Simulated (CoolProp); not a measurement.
Vapour-liquid equilibrium of diethyl ether (1) + methanol (2) at 0.909 MPa; x and y are mole fractions of (1).

The numbers come from the multi-fluid Helmholtz-energy mixture model, Thol 2014 and de Reuck 1993; pair parameters Bell 2016 in CoolProp.

```tsv
x	bubble temperature, mixture model (K)	bubble temperature, Raoult's law (K)	y, mixture model	y, Raoult's law
0.05	402.6	405.2	0.117	0.070
0.125	398.3	404.0	0.254	0.172
0.2	395.0	402.7	0.356	0.268
0.275	392.5	401.4	0.434	0.360
0.35	390.5	400.1	0.497	0.446
0.425	389.0	398.7	0.550	0.527
0.5	387.9	397.4	0.597	0.604
0.575	387.0	396.0	0.643	0.676
0.65	386.4	394.6	0.689	0.743
0.725	386.1	393.2	0.739	0.806
0.8	386.0	391.9	0.794	0.864
0.875	386.3	390.5	0.859	0.918
0.95	387.2	389.1	0.937	0.969
```

The largest gap from Raoult's law is -9.7 K in bubble temperature, at x = 0.425. y crosses x between x = 0.725 and 0.8: the model has an azeotrope there.

The pair parameters rest on a limited set of measurements; away from them the model extrapolates.
